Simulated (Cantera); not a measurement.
An isothermal, constant-pressure homogeneous reactor starts with N2O : O2 = 1 : 0.26 (molar parts), at 1350 K and 0.0263 atm.

Computed with Cantera and GRI-Mech 3.0 (53 species, 325 reactions). GRI-Mech 3.0 was tuned for natural gas; its chemistry of N2O as a main component is partial and can be far from experiment. Radical loss at walls, strong at low pressure, is not modelled. The mechanism lacks the step 2 NO + O2 → 2 NO2, which can matter for NO2 below about 1400 K. The temperature is held fixed by assumption; the heat of reaction is taken as removed at once.

Question: Predict: x(N2O) at 4.00 s; x(O2) at 4.00 s; x(NO2) at 4.00 s; x(NO) at 4.00 s; x(O) at 4.00 s; x(N2) at 4.00 s.

Answer: 
| Property | Result |
|---|---|
| x(N2O) at 4.00 s | 0.287 (gas-phase equilibrium 5.95e-9) |
| x(O2) at 4.00 s | 0.319 (gas-phase equilibrium 0.431) |
| x(NO2) at 4.00 s | 2.51e-5 (gas-phase equilibrium 1.38e-6) |
| x(NO) at 4.00 s | 0.0623 (gas-phase equilibrium 0.000662) |
| x(O) at 4.00 s | 1.41e-5 (gas-phase equilibrium 1.71e-6) |
| x(N2) at 4.00 s | 0.331 (gas-phase equilibrium 0.568) |
